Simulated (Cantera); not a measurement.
Gas mixture: 100 % C2H6, at 0.000109 atm, frozen composition.

Cantera's kinetic-theory transport with the Lennard-Jones parameters of GRI-Mech 3.0, ideal gas; thermal conductivity in the mixture-averaged form. The composition is frozen, though it would react at the higher temperatures.

One state of this run: ρ (kg/m³) = 2.41e-5; cp (J/kg/K) = 5004; μ (µPa s) = 36.4; λ (mW/m/K) = 244; Pr = 0.747; D (cm²/s) H = 151000; D (cm²/s) NO = 25600; D (cm²/s) CH3 = 29000. D: mixture-averaged diffusion coefficient of that species in the mixture.

Which value of T (K) does it belong to?
A. 400
B. 650
C. 1400
D. 1650

D, 1650
